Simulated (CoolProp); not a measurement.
Saturation properties of R114 (Tc = 420.6 K, pc = 33.52 bar, ω = 0.252).

Model: reference Helmholtz-energy equation of state, Platzer 1990, in CoolProp. This equation is an older, rougher fit; its heat capacities, sound speeds and derivatives of the liquid may be far off and weren't checked against measurements.

| T (K) | p (bar) | liquid density (kg/m³) | vapour density (kg/m³) |
|---|---|---|---|
| 312 | 3.273 | 1411 | … |
| 317.7 | 3.849 | 1392 | … |
| 323.4 | 4.499 | 1373 | 32.46 |
| 329.1 | 5.227 | 1353 | 37.67 |
| 334.8 | 6.041 | … | … |
| 340.4 | 6.928 | 1312 | 50.06 |
| 346.1 | 7.927 | 1290 | 57.53 |
| 351.8 | 9.030 | 1267 | 65.98 |
| 357.5 | 10.24 | 1243 | 75.54 |
| 363.2 | 11.57 | 1218 | 86.38 |
| 368.9 | 13.03 | 1191 | … |
| 374.6 | 14.61 | 1163 | 112.9 |
| 380.3 | 16.34 | … | 129.3 |
| 386 | 18.22 | … | … |

### Question
Some entries are withheld; supply them.

### Answer

- 312, vapour density (kg/m³): 23.80
- 317.7, vapour density (kg/m³): 27.86
- 334.8, liquid density (kg/m³): 1333
- 334.8, vapour density (kg/m³): 43.54
- 368.9, vapour density (kg/m³): 98.75
- 380.3, liquid density (kg/m³): 1132
- 386, liquid density (kg/m³): 1099
- 386, vapour density (kg/m³): 148.4

It boils at 276.7 K under 1 atm.
